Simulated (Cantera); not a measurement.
Input: 1 mol B, 0.12 mol O2, 0.57 mol N2, 16 mol H2, at 1798 K and 23000 Pa.

Cantera equilibrium calculation (NASA polynomials, part measured and part estimated; ideal gas, pure solids and liquids). Candidate condensed phases: B, BN, B2O3, B3O3H3, H2O; 39 gas species. Rates play no part.

Base state: H2 0.976, N2 0.0108, HBO 0.0104, HBO2 0.00108, H 0.000725, B2O2 0.000419, B2O3 0.000329, H2O 0.000258 (mole fractions); condensed: BN(s).

Question: What changes in the equilibrium state with this change: temperature from 1798 K to 2148 K?

Answer: 
```tsv
species	before	after
H2	0.976	0.965
HBO	0.0104	0.0124
N2	0.0108	0.0119
H	0.000725	0.00854
B2O	4.60e-8	1.69e-5
BH2	5.08e-6	0.000577
BN(s), mol	0.787	0.751
```
The tables' values for BH2 are old estimates; treat these amounts as uncertain. Gases not in the tables: B2H6 and higher boranes.

Question: What changes in the equilibrium state with this change: temperature from 1798 K to 1848.15 K?

Answer: 
```tsv
species	before	after
H2	0.976	0.975
HBO	0.0104	0.0115
N2	0.0108	0.0112
HBO2	0.00108	0.000645
BH2	5.08e-6	1.11e-5
B2O3	0.000329	0.000195
BO	0.000137	0.000218
H2O	0.000258	0.000171
BN(s), mol	0.787	0.776
```
The tables' values for BH2 are old estimates; treat these amounts as uncertain.

Question: What changes in the equilibrium state with this change: pressure from 23000 Pa to 100 Pa?

Answer: 
```csv
species,before,after
H2,0.976,0.963
N2,0.0108,0.0116
HBO,0.0104,0.0113
H,0.000725,0.0109
BO,0.000137,0.00229
B2O,4.60e-8,1.12e-5
H2O,0.000258,1.26e-6
HBO2,0.00108,5.80e-6
B2O3,0.000329,1.96e-6
BH2,5.08e-6,7.34e-5
"BN(s), mol",0.787,0.759
```
The tables' values for BH2 are old estimates; treat these amounts as uncertain.
